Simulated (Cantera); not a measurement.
A closed system holds: 1 mol AlN, 180 mol H2, equilibrated at 0.00490 bar.

Equilibrium computed with Cantera from the NASA thermochemical tables; the gas is ideal and each condensed phase is pure. Candidate condensed phases: Al, AlN; 13 gas species. Rates play no part. All values below are at 1850 K.

Base state: H2 0.984, H 0.00763, Al 0.00534, N2 0.00274, AlH 0.000148 (mole fractions); condensed: gas only.

Problem. What changes in the equilibrium state with this change: pressure from 0.00490 bar to 4.40e-5 bar?

Solution. 
```csv
species,before,after
H2,0.984,0.914
H,0.00763,0.0777
Al,0.00534,0.00528
AlH,0.000148,1.34e-5
N2,0.00274,0.00265
```
